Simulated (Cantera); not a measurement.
**Si₂H₆ + N₂ (silicon epitaxy and polysilicon growth)**

Feed: 1 mol Si₂H₆, 22 mol N₂, at 1123.15 K and 0.00133 bar.

These are equilibrium values from Cantera (NASA tables, ideal gas, pure condensed phases), not measurements of a reactor. Candidate condensed phases: Si, Si₃N₄; 18 gas species. The feed counts by its element totals alone. N₂ is the only nitrogen source here; it is nearly inert below about 1500 K, so the nitride shown seldom forms there in practice. The numbers say what is thermodynamically allowed, not how fast it happens.

```yaml
x(N₂): 0.873
x(H₂): 0.127
n(Si₃N₄(s)): 0.667 mol
gas_amount: 23.67 mol
log10 activity of Si(s) (absent): -3.81
```
